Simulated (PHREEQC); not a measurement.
Make-up at 25 °C: 0.087 mol/kgw Ba(OH)2. Closed to the air; pH follows from the charge balance.

All values are PHREEQC results (ion-association model with the Debye-Hückel limiting law, phreeqc.dat), not measurements.

Question: The ionic strength comes out as 0.252 mol/kgw. What activity coefficients do BaOH+, Ba+2, OH- get?

Answer: BaOH+ 0.55, Ba+2 0.095, OH- 0.55.

Precipitation was switched off in this run. Complexes and solids missing from the database can't appear.
